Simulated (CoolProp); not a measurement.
Computed with CoolProp (reference Helmholtz-energy equation of state, Thol 2019).

**Question.** For tetradecamethylhexasiloxane (MD4M), give the phase and the speed of sound (m/s), Joule-Thomson coefficient (K/MPa), isothermal compressibility (1/MPa), expansivity (1/kK) at 65.95 °C and 2.26 MPa; 65.95 °C and 3.77 MPa.

**Answer.** 
- 65.95 °C and 2.26 MPa: liquid; speed of sound 847, Joule-Thomson coefficient -0.406, isothermal compressibility 0.00191, expansivity 1.11
- 65.95 °C and 3.77 MPa: liquid; speed of sound 859, Joule-Thomson coefficient -0.409, isothermal compressibility 0.00185, expansivity 1.09
